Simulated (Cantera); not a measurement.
An isothermal, constant-pressure homogeneous reactor starts with NH3 : N2 = 1 : 0.44 (molar parts), at 1975 K and 0.0138 atm. Integrator tolerance rtol = 1e-08.

Cantera simulation using the gas-phase N/H chemistry of the illustrative SiF4/NH3 mechanism in the Surface Chemkin manual (1991); the numbers are that mechanism's predictions, not measurements. Walls and surfaces, which speed up NH3 decomposition in real reactors, are not modelled.

What does this change do: temperature 1975 to 1500 K?


```csv
quantity,before,after
x(NH3) at 4.00 s,0.0645 (gas-phase equilibrium 8.57e-8),0.689 (gas-phase equilibrium 2.56e-7)
x(NH) at 4.00 s,9.50e-6 (gas-phase equilibrium 1.93e-9),1.98e-7 (gas-phase equilibrium 1.99e-12)
x(H2) at 4.00 s,0.557 (gas-phase equilibrium 0.607),0.00491 (gas-phase equilibrium 0.615)
x(H) at 4.00 s,0.000684 (gas-phase equilibrium 0.00907),2.72e-7 (gas-phase equilibrium 0.000117)
x(N2) at 4.00 s,0.378 (gas-phase equilibrium 0.383),0.306 (gas-phase equilibrium 0.385)
x(NH2) at 4.00 s,0.000228 (gas-phase equilibrium 3.69e-9),7.94e-5 (gas-phase equilibrium 1.08e-10)
```
